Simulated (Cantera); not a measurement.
## BN + H2 (nitride etching)

Input: 1 mol BN, a varied amount of H2, at 1675 °C and 87.0 Pa.

Equilibrium computed with Cantera from the NASA thermochemical tables; the gas is ideal and each condensed phase is pure. Candidate condensed phases: B, BN; 15 gas species. Mutual solubility and eutectic melting of coexisting phases are not modelled. The tables' values for BH2 are old estimates; treat these amounts as uncertain. Rates play no part.

From 2.4 mol H2 to 5.2 mol H2 the condensed part is B(s) + BN(s). From 7.6 mol H2 to 230 mol H2 the condensed part is B(s).

```tsv
n(H2) (mol)	x H2	x N2	x H	x BH2	x B	x BH	x BH3	x BN	n B(s)	n BN(s)
2.4	0.902	0.0611	0.0364	0.000311	6.31e-5	4.93e-6	7.89e-7	5.80e-7	0.318	0.681
3.5	0.902	0.0611	0.0364	0.000311	6.31e-5	4.93e-6	7.89e-7	5.80e-7	0.463	0.535
5.2	0.902	0.0611	0.0364	0.000311	6.31e-5	4.93e-6	7.89e-7	5.80e-7	0.688	0.310
7.6	0.903	0.0606	0.0364	0.000311	6.31e-5	4.93e-6	7.90e-7	5.78e-7	0.997	0
11	0.920	0.0427	0.0368	0.000317	6.31e-5	4.98e-6	8.13e-7	4.85e-7	0.995	0
16	0.933	0.0297	0.0370	0.000322	6.31e-5	5.01e-6	8.30e-7	4.05e-7	0.993	0
24	0.942	0.0200	0.0372	0.000325	6.31e-5	5.04e-6	8.42e-7	3.32e-7	0.990	0
35	0.948	0.0138	0.0373	0.000327	6.31e-5	5.05e-6	8.51e-7	2.76e-7	0.986	0
51	0.953	0.00953	0.0374	0.000328	6.31e-5	5.06e-6	8.56e-7	2.29e-7	0.979	0
75	0.956	0.00650	0.0375	0.000329	6.31e-5	5.07e-6	8.60e-7	1.89e-7	0.969	0
110	0.958	0.00444	0.0375	0.000330	6.31e-5	5.08e-6	8.63e-7	1.56e-7	0.955	0
160	0.959	0.00306	0.0376	0.000331	6.31e-5	5.08e-6	8.65e-7	1.30e-7	0.935	0
230	0.960	0.00213	0.0376	0.000331	6.31e-5	5.08e-6	8.66e-7	1.08e-7	0.906	0
```
x: gas mole fraction; n: condensed amount in mol.
